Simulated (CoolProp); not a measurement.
Octamethyltrisiloxane (MDM) at several states: Z from the reference equation and from simpler models built on Tc = 565.4 K, pc = 1438 kPa, ω = 0.528; each cubic takes its own stable root.

Model: reference Helmholtz-energy equation of state, Thol 2017, in CoolProp.

| T (K) | p (kPa) | phase | reference | Redlich-Kwong | Soave-Redlich-Kwong |
|---|---|---|---|---|---|
| 440 | 235 | liquid | … | … | … |
| 405.8 | 3790 | liquid | 0.3732 | 0.4285 | … |
| 455.5 | 106 | gas | … | … | 0.9434 |

Task: What belongs in the gaps?

Result: 
- 440, reference: 0.02312
- 440, Redlich-Kwong: 0.8748
- 440, Soave-Redlich-Kwong: 0.02544
- 405.8, Soave-Redlich-Kwong: 0.4039
- 455.5, reference: 0.9408
- 455.5, Redlich-Kwong: 0.9520

At some of these states Redlich-Kwong gives the other phase, because its saturation line lies elsewhere.
